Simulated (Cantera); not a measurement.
Cantera run:

```python
import numpy as np
import cantera as ct

gas_names = """
    H HNO HNO2 HNO3 HO2 H2 H2O H2O2 N NH NH2 NH3 NH2OH NO NO2 NO3 N2 N2H2 N2H4 N2O O OH O2 O3 V VN VO
    VO2
""".split()
cond_names = """
    H2O(s) H2O(L) V(cr) V(L) VN(s) VO(s) VO(L) V2O3(s) V2O3(L) V2O4(I) V2O4(II) V2O4(L) V2O5(s) V2O5(L)
""".split()


# ... load() reads the species with a 1 bar reference pressure and builds the phases ...
atoms = {
    'V2O5': {'V': 2, 'O': 5},
    'H2': {'H': 2},
    'N2': {'N': 2},
}
top_T = {'VN(s)': 2300}  # K; cautious upper limits of use, not melting points


# ... equilibrate(T, P, feed) seeds the gas with the atoms and calls Mixture.equilibrate('TP', solver="vcs", rtol=1e-11, max_steps=5000) ...
results = []
feed = {'V2O5': 1, 'H2': 32, 'N2': 0.59}  # mol
T = 1875  # K
for P in [10, 36, 130, 460, 1700, 6000, 22000, 77000, 280000, 1000000]:
    mix = equilibrate(T, P, feed)
    results.append((T, P, feed, dict(zip(mix.species_names, mix.species_moles))))
    x = sorted(zip(gas.X, gas.species_names), reverse=True)
    print(f"T = {T:g} K  P = {P:g} Pa  gas = {mix.phase_moles(0):.4g} mol")
    print("   x: " + "  ".join(f"{s} {v:.3e}" for v, s in x if v > 1e-05))
    print("   condensed (mol): " + ("  ".join(f"{mix.phase(i).name} {mix.phase_moles(i):.4g}"
          for i in range(1, mix.n_phases) if mix.phase_moles(i) > 1e-12) or "none"))
```

Output:

```
T = 1875 K  P = 10 Pa  gas = 34.65 mol
   x: H2 8.488e-01  H 6.039e-02  H2O 4.440e-02  VO2 2.763e-02  N2 1.703e-02  VO 1.486e-03  OH 2.463e-04  O 1.326e-05
   condensed (mol): V2O3(s) 0.4954
T = 1875 K  P = 36 Pa  gas = 33.43 mol
   x: H2 8.852e-01  H2O 5.564e-02  H 3.251e-02  N2 1.765e-02  VO2 8.415e-03  VO 3.766e-04  OH 1.593e-04
   condensed (mol): V2O3(s) 0.853
T = 1875 K  P = 130 Pa  gas = 32.96 mol
   x: H2 9.028e-01  H2O 5.945e-02  N2 1.790e-02  H 1.727e-02  VO2 2.385e-03  VO 1.019e-04  OH 8.868e-05
   condensed (mol): V2O3(s) 0.959
T = 1875 K  P = 460 Pa  gas = 32.77 mol
   x: H2 9.113e-01  H2O 6.067e-02  N2 1.801e-02  H 9.226e-03  VO2 6.777e-04  OH 4.788e-05  VO 2.864e-05
   condensed (mol): V2O3(s) 0.9884
T = 1875 K  P = 1700 Pa  gas = 32.68 mol
   x: H2 9.158e-01  H2O 6.110e-02  N2 1.806e-02  H 4.811e-03  VO2 1.836e-04  OH 2.502e-05
   condensed (mol): V2O3(s) 0.9969
T = 1875 K  P = 6000 Pa  gas = 32.63 mol
   x: H2 9.180e-01  H2O 6.125e-02  N2 1.808e-02  H 2.564e-03  VO2 5.201e-05  OH 1.334e-05
   condensed (mol): V2O3(s) 0.9991
T = 1875 K  P = 22000 Pa  gas = 32.61 mol
   x: H2 9.192e-01  H2O 6.131e-02  N2 1.809e-02  H 1.340e-03  VO2 1.418e-05
   condensed (mol): V2O3(s) 0.9998
T = 1875 K  P = 77000 Pa  gas = 32.6 mol
   x: H2 9.198e-01  H2O 6.134e-02  N2 1.810e-02  H 7.164e-04
   condensed (mol): V2O3(s) 0.9999
T = 1875 K  P = 280000 Pa  gas = 32.6 mol
   x: H2 9.202e-01  H2O 6.135e-02  N2 1.810e-02  H 3.758e-04
   condensed (mol): V2O3(s) 1
T = 1875 K  P = 1e+06 Pa  gas = 32.59 mol
   x: H2 9.203e-01  H2O 6.136e-02  N2 1.809e-02  H 1.989e-04  NH3 2.984e-05
   condensed (mol): V2O3(s) 1
```

Equilibrium computed with Cantera from the NASA thermochemical tables; the gas is ideal and each condensed phase is pure. Condensed phases not in the tables: the oxides between V2O3 and V2O5 other than VO2.
